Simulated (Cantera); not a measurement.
Cantera run:

```python
import numpy as np
import cantera as ct

gas_names = [...]  # 92 gases of nasa_gas.yaml made of C, H, N
cond_names = """
    C(gr) C6H6(L) C7H8(L) C8H18(L),n-octa
""".split()


# ... load() reads the species with a 1 bar reference pressure and builds the phases ...
atoms = {
    'C6H6': {'C': 6, 'H': 6},
    'NH3': {'N': 1, 'H': 3},
    'N2': {'N': 2},
}
top_T = {'C(gr)': 4500}  # K; cautious upper limits of use, not melting points


# ... equilibrate(T, P, feed) seeds the gas with the atoms and calls Mixture.equilibrate('TP', solver="vcs", rtol=1e-11, max_steps=5000) ...
results = []
feed = {'C6H6': 1, 'NH3': 0.036, 'N2': 17}  # mol
T = 1175  # K
P = 1100000  # Pa
mix = equilibrate(T, P, feed)
results.append((T, P, feed, dict(zip(mix.species_names, mix.species_moles))))
print(gas.report(threshold=0.0001))
for i in range(1, mix.n_phases):
    print(f"{mix.phase(i).name:16s} {mix.phase_moles(i):12.5e} mol")
```

Output:

```
       temperature   1175 K
          pressure   1.1e+06 Pa
           density   2.7269 kg/m^3
  mean mol. weight   24.219 kg/kmol
   phase of matter   gas

                          1 kg             1 kmol
                     ---------------   ---------------
          enthalpy        1.1093e+06        2.6866e+07  J
   internal energy        7.0593e+05        1.7097e+07  J
           entropy            8604.5        2.0839e+05  J/K
    Gibbs function        -9.001e+06       -2.1799e+08  J
 heat capacity c_p            1377.8             33368  J/K
 heat capacity c_v            1034.5             25054  J/K

                      mass frac. Y      mole frac. X     chem. pot. / RT
                     ---------------   ---------------   ---------------
               CH4         0.0028902         0.0043631            -36.69
                H2           0.01198           0.14392           -17.462
               NH3        8.3926e-05        0.00011935           -37.722
                N2           0.98502           0.85158           -23.058
     [  +88 minor]        2.2716e-05        2.0277e-05

C(gr)             5.91240e+00 mol
```

Method: chemical equilibrium by Gibbs-energy minimisation in Cantera with the NASA 1993 tables (ideal gas, pure condensed phases).
